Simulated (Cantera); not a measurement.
A counterflow diffusion flame at 2.96 atm, nozzles 20 mm apart: fuel side CH₄ : CO = 1 : 0.22 (molar parts) at 375 K, oxidiser side O₂ : N₂ = 0.22 : 0.78 (molar parts) at 650 K, fuel mass flux 1.2 times the oxidiser's; mixture-averaged transport, no radiation.

Cantera simulation using GRI-Mech 3.0 (53 species, 325 reactions); the numbers are that mechanism's predictions, not measurements. GRI-Mech 3.0 has no aromatics or soot, which form on the fuel side of real flames. The maximum strain rate includes the flame's own expansion and is several times the mean.

x: mole fraction; the columns are a selection and need not sum to one.

| oxidiser flux (kg/m²/s) | max strain (1/s) | mean strain (1/s) | T max (K) | peak x OH | peak x H | peak x NO | peak x CO | peak x C₂H₂ |
|---|---|---|---|---|---|---|---|---|
| 0.75 | 245 | 49.1 | 2346 | 0.00858 | 0.00283 | 0.000497 | 0.180 | 0.0174 |
| 0.95 | 305 | 62.2 | 2332 | 0.00872 | 0.00296 | 0.000467 | 0.180 | 0.0169 |
| 1.2 | 378 | 78.5 | 2318 | 0.00884 | 0.00308 | 0.000441 | 0.180 | 0.0164 |
| 1.5 | 463 | 98.2 | 2306 | 0.00897 | 0.00320 | 0.000418 | 0.180 | 0.0158 |
| 1.9 | 576 | 124 | 2294 | 0.00907 | 0.00333 | 0.000395 | 0.180 | 0.0152 |
| 2.5 | 741 | 164 | 2282 | 0.00919 | 0.00348 | 0.000368 | 0.180 | 0.0144 |
| 3.1 | 903 | 203 | 2272 | 0.00923 | 0.00359 | 0.000347 | 0.180 | 0.0137 |
| 3.9 | 1120 | 255 | 2261 | 0.00926 | 0.00371 | 0.000322 | 0.180 | 0.0130 |
| 5 | ___ | 327 | 2249 | 0.00927 | 0.00382 | ___ | 0.180 | 0.0122 |
| 6.3 | ___ | 412 | 2237 | 0.00922 | 0.00392 | ___ | 0.180 | 0.0115 |

Problem. What belongs in the gaps?

Solution. 
- 5, max strain (1/s): 1400
- 5, peak x NO: 0.000295
- 6.3, max strain (1/s): 1740
- 6.3, peak x NO: 0.000267
